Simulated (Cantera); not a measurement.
Input: 1 mol SiH₄, 0.75 mol O₃, at 1000 °C and 34.0 Pa.

Method: chemical equilibrium by Gibbs-energy minimisation in Cantera with the NASA 1993 tables (ideal gas, pure condensed phases). Candidate condensed phases: H₂O, Si, SiO₂; 18 gas species. The tables hold silica as quartz up to 1696 K and as liquid above; real silica turns to tridymite and cristobalite and melts near 1996 K. The numbers say what is thermodynamically allowed, not how fast it happens.

Base state: H₂ 0.875, H₂O 0.125, H 3.63e-5 (mole fractions); condensed: SiO₂(β-quartz).

### Question
What changes in the equilibrium state with this change: O₃ from 0.75 to 0.23 mol?

### Answer
```csv
species,before,after
H₂,0.875,0.989
SiO,1.49e-8,0.0115
H,3.63e-5,3.85e-5
H₂O,0.125,1.84e-7
"SiO₂(β-quartz), mol",1.00,0.333
"Si(s), mol",0,0.643
```
Mutual solubility and eutectic melting of coexisting phases are not modelled.

### Question
What changes in the equilibrium state with this change: 0.096 mol NH₃ added?

### Answer
```
species               before    after
-------------------  -------  -------
H₂                     0.875    0.864
H₂O                    0.125    0.114
N₂                         0   0.0219
H                    3.63e-5  3.60e-5
SiO₂(β-quartz), mol     1.00     1.00
```
Further candidate phases: Si₂N₂O, Si₃N₄.
